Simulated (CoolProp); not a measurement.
n-perfluorobutane along the isotherm 414.8 K: Z from the reference equation and from simpler models built on Tc = 386.3 K, pc = 2.322 MPa, ω = 0.372; each cubic takes its own stable root.

Model: reference Helmholtz-energy equation of state, Gao 2022, in CoolProp.

```
p (MPa)          phase  reference
-------  -------------  ---------
0.0316             gas     0.9966
0.072              gas     0.9922
0.164              gas     0.9822
0.373              gas     0.9586
0.848              gas     0.9015
1.93               gas     0.7457
4.39     supercritical     0.3781
10       supercritical     0.6112
```

### Question
How far does each simpler model (van der Waals, Soave-Redlich-Kwong, Peng-Robinson) lie from the reference over these 8 states: mean and median of the absolute difference, and the worst?

### Answer
- van der Waals: mean 5.4 %, median 0.0 %, worst +27.6 % at 414.8 K and 10 MPa
- Soave-Redlich-Kwong: mean 2.9 %, median 0.2 %, worst +15.1 % at 414.8 K and 4.39 MPa
- Peng-Robinson: mean 1.9 %, median 1.2 %, worst +6.5 % at 414.8 K and 4.39 MPa
